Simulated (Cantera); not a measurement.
Feed: 1 mol CaF2, a varied amount of O2, 1.6 mol N2, 2.8 mol H2, held at 1152 °C and 25.0 Pa.

Method: chemical equilibrium by Gibbs-energy minimisation in Cantera with the NASA 1993 tables (ideal gas, pure condensed phases). Candidate condensed phases: Ca, CaF2, CaO, Ca(OH)2, H2O; 47 gas species. Mutual solubility and eutectic melting of coexisting phases are not modelled. The numbers say what is thermodynamically allowed, not how fast it happens.

log p: log10 of the partial pressure in bar; n: condensed amount in mol.

| n(O2) (mol) | log p H2 | log p O2 | log p N2 | log p H2O | log p HF | n CaF2(s) | n CaO(s) |
|---|---|---|---|---|---|---|---|
| 0.076 | -3.83 | <-15 | -4.05 | -5.68 | -4.90 | 0.878 | [?] |
| 0.14 | -3.86 | -15.20 | -4.06 | -5.28 | -4.70 | 0.808 | [?] |
| 0.26 | -3.92 | -14.35 | -4.07 | -4.91 | -4.51 | 0.703 | [?] |
| 0.49 | -4.03 | -13.43 | -4.08 | -4.56 | -4.34 | 0.545 | [?] |
| 0.92 | -4.33 | -12.20 | -4.10 | -4.24 | -4.18 | 0.315 | [?] |
| 1.7 | -7.82 | -4.88 | -4.15 | -4.07 | -4.09 | 0.0836 | [?] |
| 3.2 | -8.28 | -4.20 | -4.26 | -4.20 | -4.16 | 0 | 0.989 |
| 6 | -8.56 | -3.94 | -4.40 | -4.34 | -4.31 | 0 | 0.989 |

**Question.** Complete the blanks.

**Answer.** 
- 0.076, n CaO(s): 0.115
- 0.14, n CaO(s): 0.184
- 0.26, n CaO(s): 0.290
- 0.49, n CaO(s): 0.448
- 0.92, n CaO(s): 0.677
- 1.7, n CaO(s): 0.907
